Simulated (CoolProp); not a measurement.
Vapour-liquid equilibrium of carbon dioxide (1) + isopentane (2) at -34.45 °C; x and y are mole fractions of (1).

Values from CoolProp's multi-fluid Helmholtz-energy mixture model, Span 1996 and Lemmon 2006; pair parameters Kunz 2012.

Question: Give the bubble pressure and the first vapour's composition at x = 0.45, 0.65, 0.95. Is there an azeotrope?

Answer: x = 0.45: 0.7432 MPa, y = 0.993; x = 0.65: 0.8850 MPa, y = 0.994; x = 0.95: 1.158 MPa, y = 0.999. No azeotrope shows between x = 0.05 and 0.95.

Pair parameters are fitted to limited data, so mixtures are less certain than the pure fluids. The gap from Raoult's law changes sign with composition, which may be real or a fault of the pair parameters; it wasn't checked against measurements. With so large a gap from Raoult's law the liquid may split in two, which this calculation doesn't test in full.
